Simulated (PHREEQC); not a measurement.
Consider water at 25 °C with 0.0025 mol/kgw CuCl2 and 0.28 mol/kgw H3BO3. It is in equilibrium with CO2 at log p = -3.5 (atm). Otherwise closed; pH follows from the charge balance.

All values are PHREEQC results (ion-association model, wateq4f.dat), not measurements.

| quantity | before | after |
|---|---|---|
| H2BO3- (mol/kgw) | 1.20e-5 | 4.89e-6 |
| HCO3- (mol/kgw) | 3.52e-7 | 7.24e-7 |

Problem. Which change was made?
A) H3BO3 from 0.28 to 0.14 mol/kgw
B) temperature from 25 to 75 °C
C) diluted 5-fold with water
D) diluted 2-fold with water
E) CuCl2 left out

Solution. C, diluted 5-fold with water

Precipitation was switched off in this run.
